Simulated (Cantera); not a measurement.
Input: 1 mol SiCl4, 1.4 mol HCl, 360 mol H2, held at 1227 °C and 0.0560 bar.

Equilibrium computed with Cantera from the NASA thermochemical tables; the gas is ideal and each condensed phase is pure. Candidate condensed phases: Si; 19 gas species. Rates play no part.

Base state: H2 0.986, HCl 0.0136, SiCl2 0.000605, H 7.39e-5 (mole fractions); condensed: Si(s).

Problem. What changes in the equilibrium state with this change: temperature from 1227 °C to 727 °C?

Solution. 
```
species      before     after
----------  -------  --------
H2            0.986     0.990
HCl          0.0136   0.00778
SiCl4       1.26e-7  0.000977
H           7.39e-5   9.54e-9
SiHCl3      9.42e-7  0.000876
SiH2Cl2     1.12e-6   8.48e-5
SiCl3       4.89e-6   6.47e-5
Si(s), mol    0.777     0.235
```
The tables' values for SiCl3 are old estimates; treat these amounts as uncertain.
